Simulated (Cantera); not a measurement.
Feed: 1 mol C3H8, 0.037 mol CO2, 1.7 mol H2, 1.7 mol NH3, equilibrated at 925 K and 12.0 bar.

Cantera equilibrium calculation (NASA polynomials, part measured and part estimated; ideal gas, pure solids and liquids). Candidate condensed phases: C, C6H6, C7H8, C8H18, H2O; 136 gas species. Equilibrium is a limit: real reactors are often held back by kinetics, nucleation or transport.

Base state: CH4 0.447, H2 0.405, N2 0.135, H2O 0.0102, CO 0.00141, NH3 0.00113, CO2 7.20e-5, C2H6 4.28e-5 (mole fractions); condensed: C(graphite).

**Question.** What changes in the equilibrium state with this change: H2 from 1.7 to 6 mol?

**Answer.** 
| species | before | after |
|---|---|---|
| H2 | 0.405 | 0.617 |
| CH4 | 0.447 | 0.293 |
| N2 | 0.135 | 0.0813 |
| H2O | 0.0102 | 0.00696 |
| CO2 | 7.20e-5 | 4.09e-6 |
| CO | 0.00141 | 0.000179 |
| C2H6 | 4.28e-5 | 1.21e-5 |
| C(graphite), mol | 0.214 | 0 |
